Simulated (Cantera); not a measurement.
An adiabatic, constant-volume homogeneous reactor starts with C3H8 : O2 : N2 = 1 : 4.55 : 17.1 (molar parts), equivalence ratio 1.1, at 1125 K and 5.00 bar.

Model: GRI-Mech 3.0 (53 species, 325 reactions), integrated in Cantera. GRI-Mech 3.0 was tuned for natural gas; its chemistry of propane as a main component is partial and can be far from experiment.

x: mole fraction; the columns are a selection and need not sum to one.

| t (s) | T (K) | P (bar) | x C3H8 | x O2 | x HO2 | x H2O | x H2O2 | x NO |
|---|---|---|---|---|---|---|---|---|
| 2.00e-6 | 1125 | 5.00 | 0.0442 | 0.201 | 4.28e-8 | 5.62e-10 | 2.10e-10 | <1e-12 |
| 5.37e-6 | 1125 | 5.00 | 0.0441 | 0.201 | 1.40e-7 | 2.95e-9 | ___ | <1e-12 |
| 1.44e-5 | 1125 | 5.00 | 0.0441 | 0.201 | 3.90e-7 | 1.79e-8 | ___ | <1e-12 |
| 3.86e-5 | 1125 | 5.00 | 0.0441 | 0.201 | 9.85e-7 | 1.51e-7 | ___ | <1e-12 |
| 0.000104 | 1125 | 5.00 | 0.0441 | 0.201 | 1.97e-6 | 1.68e-6 | ___ | <1e-12 |
| 0.000278 | 1125 | 5.00 | 0.0441 | 0.201 | 2.06e-6 | 1.47e-5 | ___ | <1e-12 |
| 0.000746 | 1125 | 5.00 | 0.0440 | 0.201 | 2.07e-6 | 6.26e-5 | ___ | <1e-12 |
| 0.00200 | 1125 | 5.00 | 0.0435 | 0.201 | 2.61e-6 | 0.000215 | ___ | <1e-12 |
| 0.00537 | 1127 | 5.02 | 0.0420 | 0.200 | 4.87e-6 | 0.000873 | ___ | <1e-12 |
| 0.0144 | 2991 | 14.5 | <1e-12 | 0.00953 | 9.32e-6 | 0.136 | 8.64e-7 | 0.00942 |
| 0.0386 | 2991 | 14.5 | <1e-12 | 0.00953 | 9.32e-6 | 0.136 | 8.64e-7 | 0.00942 |
| 0.104 | 2991 | 14.5 | <1e-12 | 0.00953 | 9.32e-6 | 0.136 | 8.64e-7 | 0.00942 |
| 0.278 | 2991 | 14.5 | <1e-12 | 0.00953 | 9.32e-6 | 0.136 | 8.64e-7 | 0.00942 |
| 0.746 | 2991 | 14.5 | <1e-12 | 0.00953 | 9.32e-6 | 0.136 | 8.64e-7 | 0.00942 |
| 2.00 | 2991 | 14.5 | <1e-12 | 0.00953 | 9.32e-6 | 0.136 | 8.64e-7 | 0.00942 |

Q: What belongs in the gaps?

A: 
- 5.37e-6, x H2O2: 2.02e-9
- 1.44e-5, x H2O2: 1.60e-8
- 3.86e-5, x H2O2: 1.11e-7
- 0.000104, x H2O2: 6.14e-7
- 0.000278, x H2O2: 1.77e-6
- 0.000746, x H2O2: 2.37e-6
- 0.00200, x H2O2: 3.09e-6
- 0.00537, x H2O2: 6.20e-6
